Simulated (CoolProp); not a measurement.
Sulfur hexafluoride at 402.68 K and 1.54 MPa flows at 0.58 m/s in a round tube of 10 mm bore and 0.25 µm roughness, fully developed (64/Re and Nu = 3.66 if laminar; Colebrook and Gnielinski if turbulent). Each further row changes one setting.

Model: reference Helmholtz-energy equation of state, Guder 2009, in CoolProp.

| case | Reynolds number | Darcy friction factor | pressure drop (Pa/m) | heat-transfer coefficient (W/(m² K)) | mass flow (kg/h) |
|---|---|---|---|---|---|
| as stated | 20300 | 0.0258 | 31.1 | 120 | 11.7 |
| velocity 1.16 m/s | 40600 | … | 106 | 207 | … |
| diameter 20 mm | 40600 | … | 13.2 | 103 | … |

Question: Some entries are withheld; supply them.

Answer: 
- velocity 1.16 m/s, Darcy friction factor: 0.0220
- velocity 1.16 m/s, mass flow (kg/h): 23.5
- diameter 20 mm, Darcy friction factor: 0.0219
- diameter 20 mm, mass flow (kg/h): 47.0

Viscosity comes from a separate model (Quiñones-Cisneros 2012). Thermal conductivity comes from a separate model (Assael 2012).
